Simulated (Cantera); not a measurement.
## Ignition delay

Mixture: 17.6 % H₂, 17.3 % O₂, 65.1 % N₂, at 1.00 atm, adiabatic and at constant pressure. Ignition delay is the time to a rise of 400 K.

Computed with Cantera and GRI-Mech 3.0 (53 species, 325 reactions). Where the delays flatten at high temperature, the 400 K rule measures the pace of heat release, not the induction time.

| T0 (K) | delay (ms) |
|---|---|
| 1198 | 0.0515 |
| 1248 | 0.0415 |
| 1298 | 0.0348 |
| 1348 | 0.0304 |
| 1398 | 0.0274 |
| 1448 | 0.0255 |
| 1498 | 0.0243 |
